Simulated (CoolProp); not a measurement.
Vapour pressure (MPa) of c-C4F8 (RC318): the reference equation beside estimates from Tc = 388.4 K, pc = 2.778 MPa, ω = 0.355. Clausius-Clapeyron is anchored at 293.7 K with a constant enthalpy of vaporisation of 21.24 kJ/mol.

Computed with CoolProp (reference Helmholtz-energy equation of state, Platzer 1990). This equation is an older, rougher fit; its heat capacities, sound speeds and derivatives of the liquid may be far off and weren't checked against measurements.

```json
[
 {"T (K)": "280", "reference": "0.1674", "Lee-Kesler": "0.1676", "Clausius-Clapeyron": "(withheld)", "Peng-Robinson": "0.1667"},
 {"T (K)": "282.7", "reference": "0.1848", "Lee-Kesler": "0.1850", "Clausius-Clapeyron": "0.1928", "Peng-Robinson": "0.1838"},
 {"T (K)": "285.5", "reference": "0.2043", "Lee-Kesler": "0.2045", "Clausius-Clapeyron": "0.2106", "Peng-Robinson": "0.2031"},
 {"T (K)": "288.2", "reference": "(withheld)", "Lee-Kesler": "0.2248", "Clausius-Clapeyron": "0.2290", "Peng-Robinson": "0.2231"},
 {"T (K)": "291", "reference": "0.2470", "Lee-Kesler": "0.2474", "Clausius-Clapeyron": "0.2494", "Peng-Robinson": "(withheld)"},
 {"T (K)": "293.7", "reference": "0.2704", "Lee-Kesler": "0.2708", "Clausius-Clapeyron": "0.2704", "Peng-Robinson": "0.2685"},
 {"T (K)": "296.5", "reference": "(withheld)", "Lee-Kesler": "0.2968", "Clausius-Clapeyron": "(withheld)", "Peng-Robinson": "0.2942"},
 {"T (K)": "299.2", "reference": "0.3231", "Lee-Kesler": "0.3236", "Clausius-Clapeyron": "0.3173", "Peng-Robinson": "0.3208"},
 {"T (K)": "302", "reference": "0.3528", "Lee-Kesler": "0.3533", "Clausius-Clapeyron": "(withheld)", "Peng-Robinson": "0.3502"},
 {"T (K)": "304.7", "reference": "0.3833", "Lee-Kesler": "0.3838", "Clausius-Clapeyron": "0.3702", "Peng-Robinson": "0.3805"},
 {"T (K)": "307.5", "reference": "0.4170", "Lee-Kesler": "0.4175", "Clausius-Clapeyron": "0.3995", "Peng-Robinson": "0.4141"},
 {"T (K)": "310.2", "reference": "0.4516", "Lee-Kesler": "0.4520", "Clausius-Clapeyron": "0.4295", "Peng-Robinson": "0.4485"},
 {"T (K)": "313", "reference": "0.4897", "Lee-Kesler": "0.4901", "Clausius-Clapeyron": "0.4623", "Peng-Robinson": "0.4864"},
 {"T (K)": "315.7", "reference": "0.5286", "Lee-Kesler": "0.5289", "Clausius-Clapeyron": "0.4958", "Peng-Robinson": "0.5253"},
 {"T (K)": "318.5", "reference": "(withheld)", "Lee-Kesler": "(withheld)", "Clausius-Clapeyron": "0.5323", "Peng-Robinson": "0.5681"}
]
```

Question: Fill in the missing entries.

Answer: 
- 280, Clausius-Clapeyron: 0.1767
- 288.2, reference: 0.2245
- 291, Peng-Robinson: 0.2454
- 296.5, reference: 0.2964
- 296.5, Clausius-Clapeyron: 0.2935
- 302, Clausius-Clapeyron: 0.3434
- 318.5, reference: 0.5714
- 318.5, Lee-Kesler: 0.5717

Absolute difference from the reference over all 15 rows, mean and median: Lee-Kesler 0.1 and 0.1 %, Clausius-Clapeyron 3.5 and 3.4 %, Peng-Robinson 0.6 and 0.7 %.
